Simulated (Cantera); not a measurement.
Input: 1 mol SiCl4, 0.94 mol N2, equilibrated at 977 °C and 100000 Pa.

Equilibrium computed with Cantera from the NASA thermochemical tables; the gas is ideal and each condensed phase is pure. Candidate condensed phases: Si, Si3N4; 13 gas species. The tables' values for SiCl3 are old estimates; treat these amounts as uncertain. Equilibrium is a limit: real reactors are often held back by kinetics, nucleation or transport.

Base state: SiCl4 0.515, N2 0.485, SiCl3 5.79e-5, Cl 2.95e-5, Cl2 1.43e-5 (mole fractions); condensed: gas only.

### Question
What changes in the equilibrium state with this change: SiCl4 replaced by trisilylamine?

### Answer
```tsv
species	before	after
H2	0	1.000
N2	0.485	1.26e-7
SiCl4	0.515	0
SiCl3	5.79e-5	0
Cl	2.95e-5	0
Cl2	1.43e-5	0
Si(s), mol	0	0.840
Si3N4(s), mol	0	0.720
```
The feed counts by its element totals alone. Mutual solubility and eutectic melting of coexisting phases are not modelled.
